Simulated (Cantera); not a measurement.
A diamond (100) surface in a fixed gas of H2 with x(CH4) = 0.0049, x(CH3) = 8.4e-05, at 1350 K, 20.3 Torr; coverages are run to steady state.

Model: the Harris–Goodwin 1993 mechanism for the reconstructed diamond (100) surface, integrated in Cantera.

One state of this run: growth (µm/h) = 0.345; θ c6HH = 0.367; θ c6H* = 0.0539; θ c6*H = 0.531; θ c6** = 0.0475. θ: site fractions in the mechanism's names (c6HH fully hydrogenated, c6H* and c6*H radical sites, c6** diradical, c6HM methylated).

Question: Which value of x(H) does it belong to?
A) 0.0001
B) 0.016
C) 0.0038
D) 0.034

Answer: C, 0.0038
